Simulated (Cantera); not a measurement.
Source: NASA polynomial tables (part measured, part estimated), evaluated in Cantera. Values are per mole of reaction as written; species without (g) are pure solids or liquids, kept so even where they would boil at 1 bar.

TaO2(g) + H2(g) ⇌ Ta + H2O2(g), with ΔH° = 64.5 kJ and ΔS° = -135.0 J/K at 300 K.

Question: How far is the shortcut ΔG° ≈ ΔH°(300 K) − T·ΔS°(300 K) from the full temperature-dependent value at 923, 1123, 1323, 1523, 1723, 1923, 2123, 2323, 2523, 2723, 2923 K?

Answer: 
```json
[
 {"T (K)": "923", "shortcut (kJ)": "189.1", "full (kJ)": "190.5", "difference (kJ)": "-1.4", "difference in log10 K": "0.08"},
 {"T (K)": "1123", "shortcut (kJ)": "216.1", "full (kJ)": "217.9", "difference (kJ)": "-1.8", "difference in log10 K": "0.08"},
 {"T (K)": "1323", "shortcut (kJ)": "243.1", "full (kJ)": "245.1", "difference (kJ)": "-2.0", "difference in log10 K": "0.08"},
 {"T (K)": "1523", "shortcut (kJ)": "270.1", "full (kJ)": "272.0", "difference (kJ)": "-1.9", "difference in log10 K": "0.06"},
 {"T (K)": "1723", "shortcut (kJ)": "297.1", "full (kJ)": "298.7", "difference (kJ)": "-1.6", "difference in log10 K": "0.05"},
 {"T (K)": "1923", "shortcut (kJ)": "324.1", "full (kJ)": "325.1", "difference (kJ)": "-1.0", "difference in log10 K": "0.03"},
 {"T (K)": "2123", "shortcut (kJ)": "351.1", "full (kJ)": "351.3", "difference (kJ)": "-0.2", "difference in log10 K": "0.00"},
 {"T (K)": "2323", "shortcut (kJ)": "378.1", "full (kJ)": "377.2", "difference (kJ)": "0.9", "difference in log10 K": "-0.02"},
 {"T (K)": "2523", "shortcut (kJ)": "405.1", "full (kJ)": "402.8", "difference (kJ)": "2.3", "difference in log10 K": "-0.05"},
 {"T (K)": "2723", "shortcut (kJ)": "432.1", "full (kJ)": "428.2", "difference (kJ)": "3.9", "difference in log10 K": "-0.07"},
 {"T (K)": "2923", "shortcut (kJ)": "459.1", "full (kJ)": "453.3", "difference (kJ)": "5.8", "difference in log10 K": "-0.10"}
]
```
The shortcut ignores the heat-capacity change of the reaction.
